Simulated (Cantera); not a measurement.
Charge: 1 mol NiS, 210 mol H2, 4.2 mol N2, equilibrated at 0.00170 bar.

These are equilibrium values from Cantera (NASA tables, ideal gas, pure condensed phases), not measurements of a reactor. Candidate condensed phases: Ni, NiS, NiS2, Ni3S2, Ni3S4, S; 17 gas species. Metal and sulfide melt together well below either melting point, which pure phases cannot show. Mutual solubility and eutectic melting of coexisting phases are not modelled. Gases not in the tables: S3 to S7. Rates play no part.

x: gas mole fraction; n: condensed amount in mol.

```csv
T (K),x H2,x N2,x H,x H2S,x Ni,n Ni3S2(s),n Ni(s)
723,0.979,0.0196,2.02e-12,0.00156,<1e-12,0.333,0
823,0.979,0.0196,1.76e-10,0.00156,<1e-12,0.333,0
923,0.978,0.0196,[?],[?],<1e-12,[?],[?]
1023,0.977,0.0196,9.92e-8,0.00366,4.02e-12,0.107,0.678
1123,0.976,0.0196,1.02e-6,0.00465,3.44e-10,0,1.00
1223,0.976,0.0196,7.20e-6,0.00457,1.41e-8,0,1.000
1323,0.976,0.0196,3.80e-5,0.00433,3.28e-7,0,1.000
1423,0.976,0.0196,[?],[?],[?],0,0.999
1523,0.976,0.0196,0.000554,0.00309,5.04e-5,0,0.987
1623,0.974,0.0196,0.00165,0.00231,0.000388,0,0.908
1723,0.970,0.0195,0.00436,0.00162,0.00235,0,0.465
1823,0.962,0.0194,0.0103,0.00110,0.00447,0,0
```

### Question
Fill in the missing entries.

### Answer

- 923, x H: 5.87e-9
- 923, x H2S: 0.00199
- 923, n Ni3S2(s): 0.287
- 923, n Ni(s): 0.140
- 1423, x H: 0.000159
- 1423, x H2S: 0.00383
- 1423, x Ni: 4.87e-6
